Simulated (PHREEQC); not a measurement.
1 kg of water holding 0.015 mol NaHCO3, 0.53 mol KCl, 0.078 mol Na2SO4, 0.038 mol Na2CO3 and 0.036 mol NaCl is evaporated at 25 °C; the solids stay in contact with the brine. CO2 from the air is kept out. Solids allowed: Arcanite, Burkeite, Glaserite, Halite, Kalicinite, Mirabilite, Misenite, Nahcolite, Natron, Sylvite, Thenardite, Trona. Others were left out.

Equilibrium calculation in PHREEQC: Pitzer model, pitzer.dat.

| water left (kg) | ionic strength | water activity | Sylvite (mol) | Halite (mol) | Arcanite (mol) | Glaserite (mol) | Trona (mol) | pH |
|---|---|---|---|---|---|---|---|---|
| 1 | 0.929 | 0.977 | 0 | 0 | 0 | 0 | 0 | 10.06 |
| 0.6755 | 1.38 | 0.966 | 0 | 0 | 0 | 0 | 0 | 9.99 |
| 0.4563 | 2.04 | 0.950 | 0 | 0 | 0 | 0 | 0 | 9.93 |
| 0.3082 | 3.01 | (withheld) | 0 | 0 | 0 | 0 | 0 | 9.87 |
| 0.2082 | 4.34 | 0.889 | 0 | 0 | 0.00873 | 0 | 0 | 9.82 |
| 0.1407 | 5.65 | 0.839 | 0 | 0 | 0.0446 | 0 | 0 | 9.76 |
| 0.09502 | 6.96 | 0.791 | 0.0833 | 0 | 0 | 0.0307 | 0 | 9.76 |
| 0.06418 | 7.84 | 0.765 | 0.228 | 0 | 0 | 0.0330 | 0 | 9.72 |
| 0.04308 | 8.67 | 0.732 | 0.320 | 0 | 0 | 0.0342 | 0.00758 | 9.87 |
| 0.02884 | 9.41 | 0.705 | 0.364 | 0.0298 | 0 | 0.0355 | 0.0128 | 10.29 |
| 0.01929 | 10.1 | 0.700 | 0.381 | (withheld) | 0 | 0.0368 | (withheld) | 10.65 |
| 0.01285 | 11.1 | 0.690 | 0.392 | 0.110 | 0 | 0.0377 | 0.0145 | 11.05 |
| 0.008499 | 12.8 | 0.674 | 0.400 | 0.131 | 0 | 0.0382 | 0.0148 | 11.48 |
| 0.005558 | 14.9 | 0.653 | 0.412 | 0.137 | 0 | 0.0366 | 0.0149 | 11.85 |

### Question
Complete the blanks.

### Answer

- 0.3082, water activity: 0.925
- 0.01929, Halite (mol): 0.0774
- 0.01929, Trona (mol): 0.0140
